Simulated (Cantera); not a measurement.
Cantera run, input and output.

```python
import numpy as np
import cantera as ct

surf = ct.Interface("ptcombust.yaml", "Pt_surf")
gas = surf.adjacent["gas"]
gas.TPX = 750, 100000, {'CH4': 0.0035, 'O2': 0.014, 'N2': 0.79, 'H2O': 0.022}
surf.TP = 750, 100000
reactor = ct.FlowReactor(gas, clone=False)
reactor.area = 0.0001  # m2
reactor.surface_area_to_volume_ratio = 5700  # 1/m
reactor.mass_flow_rate = 0.76 * reactor.area * gas.density  # inlet velocity 0.76 m/s
reactor.energy_enabled = False
wall = ct.ReactorSurface(surf, reactor, clone=False)
net = ct.ReactorNet([reactor])
net.rtol, net.atol = 1e-8, 1e-16
show, cover = ['CH4', 'O2', 'H2O', 'CO2', 'CO'], ['PT(S)', 'H(S)', 'O(S)', 'OH(S)', 'CO(S)', 'C(S)']

rows = []
print(f"{'z/m':>9s}{'u/(m/s)':>9s}" + "".join(f"{s:>13s}" for s in show + cover))
for z in [0.0004, 0.00071, 0.0013, 0.0022, 0.004, 0.0071, 0.013, 0.022, 0.04]:
    net.advance(z)
    rows.append([reactor.speed, *gas[show].X, *surf[cover].coverages])
    print(f"{z:9.4g}{rows[-1][0]:9.3g}" + "".join(f"{x:13.4e}" for x in rows[-1][1:]))
```

Result:

```
      z/m  u/(m/s)          CH4           O2          H2O          CO2           CO        PT(S)         H(S)         O(S)        OH(S)        CO(S)         C(S)
   0.0004     0.76   4.2011e-03   1.6841e-02   2.6559e-02   1.7976e-05   3.6487e-07   3.9201e-02   7.0044e-09   9.5631e-01   4.4712e-03   7.6953e-06   8.9347e-09
  0.00071     0.76   4.1869e-03   1.6813e-02   2.6587e-02   3.2087e-05   4.4012e-07   3.9227e-02   7.0153e-09   9.5628e-01   4.4750e-03   7.7280e-06   8.9184e-09
   0.0013     0.76   4.1599e-03   1.6759e-02   2.6641e-02   5.8982e-05   4.7016e-07   3.9275e-02   7.0354e-09   9.5623e-01   4.4821e-03   7.7203e-06   8.8865e-09
   0.0022     0.76   4.1191e-03   1.6677e-02   2.6723e-02   9.9863e-05   4.7007e-07   3.9347e-02   7.0658e-09   9.5615e-01   4.4929e-03   7.6801e-06   8.8372e-09
    0.004     0.76   4.0380e-03   1.6515e-02   2.6885e-02   1.8094e-04   4.6157e-07   3.9491e-02   7.1267e-09   9.5598e-01   4.5144e-03   7.5940e-06   8.7380e-09
   0.0071     0.76   3.9005e-03   1.6240e-02   2.7160e-02   3.1838e-04   4.4684e-07   3.9740e-02   7.2316e-09   9.5569e-01   4.5510e-03   7.4445e-06   8.5660e-09
    0.013     0.76   3.6466e-03   1.5732e-02   2.7667e-02   5.7226e-04   4.1949e-07   4.0214e-02   7.4313e-09   9.5515e-01   4.6193e-03   7.1563e-06   8.2344e-09
    0.022     0.76   3.2791e-03   1.4997e-02   2.8402e-02   9.3978e-04   3.7956e-07   4.0935e-02   7.7349e-09   9.5433e-01   4.7200e-03   6.7091e-06   7.7198e-09
     0.04     0.76   2.6168e-03   1.3673e-02   2.9727e-02   1.6021e-03   3.0653e-07   4.2350e-02   8.3322e-09   9.5273e-01   4.9073e-03   5.7990e-06   6.6725e-09
```

Detailed kinetics in Cantera: Deutschmann's 1995 Pt surface mechanism with GRI-Mech 3.0 gas chemistry. Catalytic surfaces can have several steady states; this one follows from the mechanism file's or the stated starting coverage. Mass transfer to the wall is taken as infinitely fast.
